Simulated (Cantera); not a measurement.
**Catalytic combustion on Pt**

An isothermal plug-flow reactor at 800 K and 323 Torr (inlet), inlet velocity 0.35 m/s, active area per volume 320 1/m; feed 0.275 % CO, 12.7 % O2, 83.6 % N2, 3.39 % H2O, equivalence ratio 0.011.

Computed with Cantera and Deutschmann's 1995 Pt surface mechanism with GRI-Mech 3.0 gas chemistry. Catalytic surfaces can have several steady states; this one follows from the mechanism file's or the stated starting coverage. Mass transfer to the wall is taken as infinitely fast.

```json
[
 {"z (m)": "0.00014", "x CO": "0.00243", "x O2": "0.127", "x H2O": "0.0339", "x CO2": "0.000324", "θ free Pt": "0.0546", "θ O*": "0.942", "θ OH*": "0.00292"},
 {"z (m)": "0.0003", "x CO": "0.00212", "x O2": "0.127", "x H2O": "0.0339", "x CO2": "0.000633", "θ free Pt": "0.0533", "θ O*": "0.943", "θ OH*": "0.00289"},
 {"z (m)": "0.00064", "x CO": "0.00162", "x O2": "0.127", "x H2O": "0.0339", "x CO2": "0.00114", "θ free Pt": "0.0514", "θ O*": "0.945", "θ OH*": "0.00284"},
 {"z (m)": "0.0014", "x CO": "0.000924", "x O2": "0.126", "x H2O": "0.0339", "x CO2": "0.00183", "θ free Pt": "0.0491", "θ O*": "0.948", "θ OH*": "0.00278"},
 {"z (m)": "0.003", "x CO": "0.000313", "x O2": "0.126", "x H2O": "0.0339", "x CO2": "0.00244", "θ free Pt": "0.0474", "θ O*": "0.950", "θ OH*": "0.00274"},
 {"z (m)": "0.0064", "x CO": "3.51e-5", "x O2": "0.126", "x H2O": "0.0339", "x CO2": "0.00272", "θ free Pt": "0.0467", "θ O*": "0.951", "θ OH*": "0.00272"},
 {"z (m)": "0.014", "x CO": "2.80e-7", "x O2": "0.126", "x H2O": "0.0339", "x CO2": "0.00276", "θ free Pt": "0.0466", "θ O*": "0.951", "θ OH*": "0.00271"}
]
```
x: gas mole fraction; θ: surface coverage.
